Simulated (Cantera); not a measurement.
A closed system holds: 1 mol AlCl₃, 59 mol NH₃, 1.4 mol N₂, held at 1.60 mbar.

Equilibrium computed with Cantera from the NASA thermochemical tables; the gas is ideal and each condensed phase is pure. Candidate condensed phases: Al, AlCl₃, AlN, NH₄Cl; 20 gas species. The numbers say what is thermodynamically allowed, not how fast it happens.

Q: What share of the Al ends up in condensed phases as a function of T (K), at 1250, 1275, 1300, 1325, 1350, 1375, 1400, 1425, 1450, 1475, 1500, 1525, 1550?

A: 
```json
[
 {"T (K)": "1250", "Al condensed (%)": "91.5", "as": "AlN(s)"},
 {"T (K)": "1275", "Al condensed (%)": "90.2", "as": "AlN(s)"},
 {"T (K)": "1300", "Al condensed (%)": "88.2", "as": "AlN(s)"},
 {"T (K)": "1325", "Al condensed (%)": "84.9", "as": "AlN(s)"},
 {"T (K)": "1350", "Al condensed (%)": "79.6", "as": "AlN(s)"},
 {"T (K)": "1375", "Al condensed (%)": "71.2", "as": "AlN(s)"},
 {"T (K)": "1400", "Al condensed (%)": "58.5", "as": "AlN(s)"},
 {"T (K)": "1425", "Al condensed (%)": "40.2", "as": "AlN(s)"},
 {"T (K)": "1450", "Al condensed (%)": "15.8", "as": "AlN(s)"},
 {"T (K)": "1475", "Al condensed (%)": "0.0", "as": "-"},
 {"T (K)": "1500", "Al condensed (%)": "0.0", "as": "-"},
 {"T (K)": "1525", "Al condensed (%)": "0.0", "as": "-"},
 {"T (K)": "1550", "Al condensed (%)": "0.0", "as": "-"}
]
```
